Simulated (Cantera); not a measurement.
Input: 1 mol SiH₄, 4.9 mol N₂, at 1725 K.

These are equilibrium values from Cantera (NASA tables, ideal gas, pure condensed phases), not measurements of a reactor. Candidate condensed phases: Si, Si₃N₄; 18 gas species. Rates play no part.

**Question.** Which condensed phases are stable at each of these points (P (Pa)): 100, 460, 2100, 9600, 44000, 200000?

**Answer.** 
```
P (Pa)  condensed phases  Si condensed (%)
------  ----------------  ----------------
100                Si(l)              99.2
460             Si₃N₄(s)              99.9
2100            Si₃N₄(s)             100.0
9600            Si₃N₄(s)             100.0
44000           Si₃N₄(s)             100.0
200000          Si₃N₄(s)             100.0
```

At 100 Pa the condensed part is Si(l). From 460 Pa to 200000 Pa the condensed part is Si₃N₄(s).
